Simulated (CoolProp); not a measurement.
Vapour-liquid equilibrium of acetone (1) + n-hexane (2) at 0.311 MPa; x and y are mole fractions of (1).

Computed with CoolProp (multi-fluid Helmholtz-energy mixture model, Lemmon 2006 and Thol 2019; pair parameters Bell 2016).

```tsv
x	bubble temperature, mixture model (K)	bubble temperature, Raoult's law (K)	y, mixture model	y, Raoult's law
0.05	376.1	381.4	?	0.074
0.15	368.4	379.5	0.365	0.211
0.25	?	377.6	0.466	0.335
0.35	?	375.8	0.528	0.449
0.45	361.2	374.2	0.573	0.553
0.55	360.6	372.6	0.612	0.649
0.65	360.4	371.1	0.653	0.737
0.75	360.6	369.6	0.705	0.819
0.85	?	368.2	0.780	0.895
0.95	?	366.9	0.904	0.966
```

### Question
Complete the blanks.

### Answer

- 0.05, y, mixture model: 0.172
- 0.25, bubble temperature, mixture model (K): 364.5
- 0.35, bubble temperature, mixture model (K): 362.4
- 0.85, bubble temperature, mixture model (K): 361.6
- 0.95, bubble temperature, mixture model (K): 364.1

The largest gap from Raoult's law is -13.4 K in bubble temperature, at x = 0.35. y crosses x between x = 0.65 and 0.75: the model has an azeotrope there.

The pair parameters rest on a limited set of measurements; away from them the model extrapolates.
